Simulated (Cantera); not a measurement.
Feed: 1 mol Si, 1.9 mol NF₃, held at 0.00310 bar.

Cantera equilibrium calculation (NASA polynomials, part measured and part estimated; ideal gas, pure solids and liquids). Candidate condensed phases: Si, Si₃N₄; 16 gas species. Kinetics and transport are ignored. All values below are at 1323 K.

Base state: F 0.465, SiF₄ 0.274, N₂ 0.260, F₂ 0.000539 (mole fractions); condensed: gas only.

### Question
What changes in the equilibrium state with this change: pressure from 0.00310 bar to 0.100 bar?

### Answer
```tsv
species	before	after
F	0.465	0.442
SiF₄	0.274	0.278
N₂	0.260	0.264
F₂	0.000539	0.0157
```
